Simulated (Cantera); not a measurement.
A closed system holds: 1 mol CsCl, 0.18 mol N2, at 1330 Pa.

Equilibrium computed with Cantera from the NASA thermochemical tables; the gas is ideal and each condensed phase is pure. Candidate condensed phases: Cs, CsCl; 8 gas species. Rates play no part. All values below are at 1398 K.

Base state: CsCl 0.828, N2 0.155, Cs2Cl2 0.0172, Cs 1.09e-5, Cl 1.09e-5 (mole fractions); condensed: gas only.

Q: What changes in the equilibrium state with this change: N2 from 0.18 to 3.6 mol?

A: 
```
species   before    after
-------  -------  -------
N2         0.155    0.784
CsCl       0.828    0.215
Cs2Cl2    0.0172  0.00117
Cs       1.09e-5  5.58e-6
Cl       1.09e-5  5.58e-6
```
